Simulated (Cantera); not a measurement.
Feed: 1 mol B2O3, 0.44 mol NH3, equilibrated at 2248 K and 76.0 Pa.

Cantera equilibrium calculation (NASA polynomials, part measured and part estimated; ideal gas, pure solids and liquids). Candidate condensed phases: B, BN, B2O3, B3O3H3, H2O; 39 gas species. The numbers say what is thermodynamically allowed, not how fast it happens.

Base state: B2O3 0.267, BO 0.169, HBO2 0.153, H2 0.148, H 0.103, N2 0.0998, HBO 0.0209, BO2 0.0190 (mole fractions); condensed: gas only.

What changes in the equilibrium state with this change: temperature from 2248 K to 975 K?


| species | before | after |
|---|---|---|
| H2 | 0.148 | 0.750 |
| N2 | 0.0998 | 0.250 |
| H2O | 0.0129 | 0.000422 |
| B2O3 | 0.267 | 1.29e-9 |
| BO | 0.169 | <1e-9 |
| BO2 | 0.0190 | <1e-9 |
| H | 0.103 | 3.59e-8 |
| HBO | 0.0209 | 7.12e-8 |
| HBO2 | 0.153 | 1.14e-5 |
| B2O2 | 0.00578 | <1e-9 |
| OH | 0.00134 | <1e-9 |
| BN(s), mol | 0 | 0.000251 |
| B2O3(l), mol | 0 | 1.000 |
